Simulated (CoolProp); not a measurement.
The fluid at 393.55 K and 2.9 MPa flows at 0.53 m/s in a round tube of 6 mm bore and 0.25 µm roughness, fully developed (64/Re and Nu = 3.66 if laminar; Colebrook and Gnielinski if turbulent). The same conditions are run with several fluids, on thermodynamics alone (safety and materials aside).

Values from CoolProp's reference Helmholtz-energy equation of state of each fluid (R245fa: Akasaka 2015; ethylbenzene: Zhou 2012; n-nonane: Lemmon 2006; ethanol: Schroeder 2014; n-octane: Beckmüller 2019).

Q: Rank R245fa, ethylbenzene, n-nonane, ethanol, n-octane by Reynolds number, highest first.

A: R245fa (24000), ethylbenzene (9290), n-octane (9120), ethanol (8660), n-nonane (7500)

| fluid | Darcy friction factor | pressure drop (Pa/m) | heat-transfer coefficient (W/(m² K)) | mass flow (kg/h) |
|---|---|---|---|---|
| R245fa | 0.0249 | 591 | 1420 | 54.8 |
| ethylbenzene | 0.0316 | 576 | 1160 | 42.1 |
| n-nonane | 0.0334 | 501 | 1030 | 34.6 |
| ethanol | 0.0322 | 523 | 1590 | 37.5 |
| n-octane | 0.0317 | 461 | 1110 | 33.5 |

Transport values come from each fluid's own correlations; those of R245fa, ethylbenzene are estimates that may be off by 10 % or more.
